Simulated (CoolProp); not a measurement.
R114 along the isobar 0.776 MPa: density (kg/m³) from the reference equation and from simpler models built on Tc = 147.5 °C, pc = 3.352 MPa, ω = 0.252; each cubic takes its own stable root.

The numbers come from the reference Helmholtz-energy equation of state, Platzer 1990 in CoolProp. This equation is an older, rougher fit; its heat capacities, sound speeds and derivatives of the liquid may be far off and weren't checked against measurements.

```tsv
T (°C)	phase	reference	Redlich-Kwong	Peng-Robinson
14.15	liquid	1490	(withheld)	1626
31.25	liquid	(withheld)	1325	1564
48.25	liquid	1382	1259	1494
65.35	liquid	1320	56.63	(withheld)
82.35	gas	53.28	52.33	53.64
99.45	gas	49.26	48.78	49.72
116.45	gas	46.03	(withheld)	46.49
133.55	gas	(withheld)	43.22	43.73
```

Task: Fill in the missing entries.

Result: 
- 14.15, Redlich-Kwong: 1385
- 31.25, reference: 1438
- 65.35, Peng-Robinson: 1412
- 116.45, Redlich-Kwong: 45.80
- 133.55, reference: 43.31

At some of these states Redlich-Kwong gives the other phase, because its saturation line lies elsewhere.
